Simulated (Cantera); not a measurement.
Input (Python, Cantera) and output of one run.

```python
import numpy as np
import cantera as ct

gas_names = """
    N NO NO2 NO3 N2 N2O O O2 O3 Pb PbO Pb2
""".split()
cond_names = """
    Pb(cr) Pb(L) PbO(rd) PbO(yw) PbO(L) PbO2(s) Pb3O4(s)
""".split()


# ... load() reads the species with a 1 bar reference pressure and builds the phases ...
atoms = {
    'PbO': {'Pb': 1, 'O': 1},
    'N2': {'N': 2},
}
top_T = {'Pb3O4(s)': 820}  # K; cautious upper limits of use, not melting points


# ... equilibrate(T, P, feed) seeds the gas with the atoms and calls Mixture.equilibrate('TP', solver="vcs", rtol=1e-11, max_steps=5000) ...
results = []
feed = {'PbO': 1, 'N2': 1.6}  # mol
T = 1375  # K
P = 13332.2  # Pa
mix = equilibrate(T, P, feed)
results.append((T, P, feed, dict(zip(mix.species_names, mix.species_moles))))
print(gas.report(threshold=1e-05))
for i in range(1, mix.n_phases):
    print(f"{mix.phase(i).name:16s} {mix.phase_moles(i):12.5e} mol")
```

It prints:

```
       temperature   1375 K
          pressure   13332 Pa
           density   0.035712 kg/m^3
  mean mol. weight   30.623 kg/kmol
   phase of matter   gas

                          1 kg             1 kmol
                     ---------------   ---------------
          enthalpy        1.1523e+06        3.5288e+07  J
   internal energy        7.7901e+05        2.3856e+07  J
           entropy            8389.4        2.5691e+05  J/K
    Gibbs function       -1.0383e+07       -3.1796e+08  J
 heat capacity c_p            1121.7             34349  J/K
 heat capacity c_v            850.17             26035  J/K

                      mass frac. Y      mole frac. X     chem. pot. / RT
                     ---------------   ---------------   ---------------
                NO        4.6822e-05        4.7784e-05           -32.117
                N2           0.90152           0.98547           -27.778
                O2         0.0010155        0.00097189           -36.456
                Pb          0.013476         0.0019916           -14.116
               PbO           0.08394          0.011516           -32.344
     [   +7 minor]        2.3559e-07        7.9381e-08

Pb(L)             0.00000e+00 mol
PbO(L)            9.78069e-01 mol
```

Method: chemical equilibrium by Gibbs-energy minimisation in Cantera with the NASA 1993 tables (ideal gas, pure condensed phases). Gases not in the tables: (PbO)n polymers.
